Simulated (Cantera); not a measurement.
Input: 1 mol SiCl₄, 0.23 mol HCl, 36 mol H₂, at 1500 K and 100000 Pa.

Equilibrium computed with Cantera from the NASA thermochemical tables; the gas is ideal and each condensed phase is pure. Candidate condensed phases: Si; 19 gas species. The tables' values for SiCl₃ are old estimates; treat these amounts as uncertain. The numbers say what is thermodynamically allowed, not how fast it happens.

Base state: H₂ 0.916, HCl 0.0639, SiCl₂ 0.0143, SiCl₃ 0.00238, SiHCl₃ 0.00187, SiCl₄ 0.00126, SiH₂Cl₂ 0.000441, SiH₃Cl 3.05e-5 (mole fractions); condensed: Si(s).

Question: What changes in the equilibrium state with this change: SiCl₄ replaced by Si₃H₈?

Answer: 
| species | before | after |
|---|---|---|
| H₂ | 0.916 | 0.994 |
| HCl | 0.0639 | 0.00550 |
| SiCl₂ | 0.0143 | 9.78e-5 |
| SiCl₄ | 0.00126 | 5.87e-8 |
| SiCl₃ | 0.00238 | 1.35e-6 |
| Si(s), mol | 0.228 | 3.00 |
The feed counts by its element totals alone.
